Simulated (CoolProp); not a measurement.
Vapour-liquid equilibrium of n-octane (1) + n-dodecane (2) at 1.82 bar; x and y are mole fractions of (1).

Computed with CoolProp (multi-fluid Helmholtz-energy mixture model, Beckmüller 2019 and Lemmon 2004; pair parameters Bell 2016).

| x | bubble temperature (°C) | y at the bubble point | dew temperature at overall composition x (°C) | liquid density (mol/L) |
|---|---|---|---|---|
| 0.05 | ___ | 0.197 | 240.4 | 3.432 |
| 0.2 | 210.5 | 0.587 | 233.5 | 3.707 |
| 0.35 | 192.1 | 0.786 | ___ | 3.973 |
| 0.5 | 177.8 | 0.888 | 216.6 | 4.237 |
| 0.65 | ___ | 0.944 | ___ | 4.503 |
| 0.8 | ___ | 0.976 | 190.4 | 4.776 |
| 0.95 | 150.3 | 0.995 | ___ | 5.060 |

Fill in the missing entries.


- 0.05, bubble temperature (°C): 233.7
- 0.35, dew temperature at overall composition x (°C): 225.8
- 0.65, bubble temperature (°C): 166.6
- 0.65, dew temperature at overall composition x (°C): 205.4
- 0.8, bubble temperature (°C): 157.6
- 0.95, dew temperature at overall composition x (°C): 165.1

No azeotrope shows between x = 0.05 and 0.95.

Pair parameters are fitted to limited data, so mixtures are less certain than the pure fluids.
